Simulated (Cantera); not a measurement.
Charge: 1 mol B2O3, 13 mol HF, 2 mol N2, held at 1825 K and 1.50 mbar.

Equilibrium computed with Cantera from the NASA thermochemical tables; the gas is ideal and each condensed phase is pure. Candidate condensed phases: B, BN, B2O3, B3O3H3, H2O; 62 gas species. The numbers say what is thermodynamically allowed, not how fast it happens.

Base state: HF 0.689, N2 0.125, BOF 0.120, H2O 0.0556, HBO2 0.00375, H2 0.00282, O2 0.00119, OH 0.000832 (mole fractions); condensed: gas only.

Q: What changes in the equilibrium state with this change: HF from 13 to 7.4 mol?

A: 
```
species   before     after
-------  -------  --------
HF         0.689     0.528
N2         0.125     0.192
BOF        0.120     0.180
HBO2     0.00375    0.0107
H2O       0.0556    0.0809
B2O3     1.95e-5  0.000108
BO2      6.81e-5  0.000170
```
